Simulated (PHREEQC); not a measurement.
## Copper plating or etch bath: an equilibrium model

Solution (45 °C): 1.2 mmol/kgw Cu(BF4)2, 1.2 mmol/kgw HBF4 and 1.2 mmol/kgw H3BO3. Closed to the air; pH follows from the charge balance.

Computed with PHREEQC (ion-association model, phreeqc.dat).

Precipitation was switched off in this run.

Problem. What pH does the model give?

Solution. pH 2.86.

Problem. In which forms is Cu present?

Solution. Cu+2 98 %, CuF+ 2.0 % of the Cu.

Constants without temperature data keep their 25 °C values here. Real BF4- forms and hydrolyses slowly; the run takes it at equilibrium.
